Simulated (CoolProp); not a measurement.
Vapour pressure (kPa) of C3F8 (R218): the reference equation beside estimates from Tc = 345.0 K, pc = 2640 kPa, ω = 0.317.

The numbers come from the reference Helmholtz-energy equation of state, Lemmon 2006 in CoolProp. It is a short technical equation, of lower accuracy than the large ones.

```csv
T (K),reference,van der Waals,Peng-Robinson
188.2,5.788,129.3,6.028
194.3,9.144,157.5,9.434
200.3,?,189.1,14.21
206.4,20.61,225.5,20.95
212.5,29.77,?,30.10
218.6,41.97,311.9,42.25
224.7,57.87,362.4,58.05
230.8,78.22,418.2,78.24
236.9,103.8,479.3,103.6
242.9,134.9,?,134.5
249,173.5,617.3,172.8
255.1,220.1,695.7,219.1
261.2,275.6,?,274.4
```

### Question
Complete the blanks.

### Answer

- 200.3, reference: 13.88
- 212.5, van der Waals: 266.3
- 242.9, van der Waals: 544.9
- 261.2, van der Waals: 780.2

Absolute difference from the reference over all 13 rows, mean and median: van der Waals 748.6 and 526.2 %, Peng-Robinson 1.2 and 0.5 %.
